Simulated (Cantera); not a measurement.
Transport properties of process gases

Gas mixture: O2 : N2O = 0.15 : 0.26 (molar parts), at 44.3 Torr, frozen composition.

Cantera's kinetic-theory transport with the Lennard-Jones parameters of GRI-Mech 3.0, ideal gas; thermal conductivity in the multicomponent form. The composition is frozen, though it would react at the higher temperatures.

```csv
T (K),ρ (kg/m³),cp (J/kg/K),μ (µPa s),λ (mW/m/K),Pr,D (cm²/s) CH4,D (cm²/s) CH3,D (cm²/s) CO2
400,0.0703,961.7,21.3,27.9,0.732,5.45,5.48,3.66
600,0.0469,1072,29.4,42.8,0.735,11.2,11.2,7.66
800,0.0351,1151,36.3,56.8,0.735,18.3,18.5,12.7
1000,0.0281,1206,42.5,69.7,0.734,26.8,27.0,18.7
1200,0.0234,1241,48.1,81.4,0.733,36.4,36.7,25.5
1400,0.0201,1270,53.4,92.5,0.733,47.1,47.5,33.1
1600,0.0176,1294,58.3,103,0.732,58.9,59.4,41.4
1800,0.0156,1313,63.0,113,0.731,71.7,72.2,50.4
```
D: mixture-averaged diffusion coefficient of that species in the mixture.
